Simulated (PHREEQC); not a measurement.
Solution (25 °C): 0.0027 mol/kgw TMAH and 0.0013 mol/kgw Na2SiO3. Closed to the air; pH follows from the charge balance.

Model: ion-association model, wateq4f.dat, run in PHREEQC.

Each row changes one thing in this solution. No solid was allowed to form.

```tsv
case	pH	ionic strength (mol/kgw)
as made	11.56	0.00534
Na2SiO3 left out	11.41	0.00270
temperature from 25 to 75 °C	10.28	0.00532
Na2SiO3 replaced by (NH4)2SiF6 at the same molality	4.06	0.00586
Na2SiO3 from 0.0013 to 0.0065 mol/kgw	11.89	0.0162
Na2SiO3 from 0.0013 to 0.00143 mol/kgw	11.58	0.00560
0.0015 mol/kgw (NH4)2HPO4 added	10.98	0.00704
Na2SiO3 from 0.0013 to 0.00195 mol/kgw	11.62	0.00667
temperature from 25 to 40 °C	11.11	0.00533
```

Some of these states are supersaturated (in Quartz (slow to form), Chalcedony (slow to form), for instance). (CH3)4N+ isn't in the database: it is added as a free cation with an ion size of 4 Å. H3PO4, which wateq4f.dat lacks, is added to it with the constant of phreeqc.dat. Away from 25 °C the constants follow the database's enthalpies or fits; those with neither stay at their 25 °C values.
